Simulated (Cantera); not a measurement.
Input (Python, Cantera):

```python
import numpy as np
import cantera as ct

gas = ct.Solution("gri30.yaml", transport_model="multicomponent")
show = ['NO', 'CH4', 'CO2']

rows = []
print(f"{'T/K':>7s}{'rho':>11s}{'cp':>10s}{'mu':>11s}{'lambda':>11s}{'Pr':>7s}" + "".join(f"{'D_' + s:>11s}" for s in show))
for T in [400, 650, 900, 1150, 1400, 1650, 1900, 2150]:
    gas.TPX = T, 1000000, {'NH3': 0.67, 'C2H6': 0.67, 'C2H2': 0.55, 'CH4': 0.78}
    Pr = gas.cp_mass * gas.viscosity / gas.thermal_conductivity
    D = [gas.mix_diff_coeffs_mole[gas.species_index(s)] for s in show]
    rows.append([gas.density, gas.cp_mass, gas.viscosity, gas.thermal_conductivity, Pr, *D])
    print(f"{T:7g}{gas.density:11.4e}{gas.cp_mass:10.1f}{gas.viscosity:11.4e}"
          f"{gas.thermal_conductivity:11.4e}{Pr:7.3f}" + "".join(f"{d:11.4e}" for d in D))
print("SI units: kg/m3, J/kg/K, Pa s, W/m/K, m2/s")
```

It prints:

```
    T/K        rho        cp         mu     lambda     Pr       D_NO      D_CH4      D_CO2
    400 6.5758e+00    2205.9 1.3535e-05 4.1605e-02  0.718 3.1429e-06 3.1628e-06 2.4054e-06
    650 4.0466e+00    2930.1 2.0373e-05 8.2184e-02  0.726 7.3809e-06 7.5915e-06 5.8716e-06
    900 2.9226e+00    3481.0 2.6197e-05 1.2492e-01  0.730 1.2878e-05 1.3378e-05 1.0434e-05
   1150 2.2872e+00    3923.6 3.1352e-05 1.6810e-01  0.732 1.9481e-05 2.0341e-05 1.5940e-05
   1400 1.8788e+00    4252.4 3.6034e-05 2.0924e-01  0.732 2.7090e-05 2.8369e-05 2.2295e-05
   1650 1.5941e+00    4502.1 4.0365e-05 2.4817e-01  0.732 3.5636e-05 3.7387e-05 2.9434e-05
   1900 1.3844e+00    4691.7 4.4426e-05 2.8480e-01  0.732 4.5069e-05 4.7337e-05 3.7312e-05
   2150 1.2234e+00    4837.0 4.8272e-05 3.1930e-01  0.731 5.5346e-05 5.8176e-05 4.5895e-05
SI units: kg/m3, J/kg/K, Pa s, W/m/K, m2/s
```

Detailed kinetics in Cantera: GRI-Mech 3.0 (53 species, 325 reactions). Polar gases are described roughly by these parameters. The composition is frozen, though it would react at the higher temperatures.
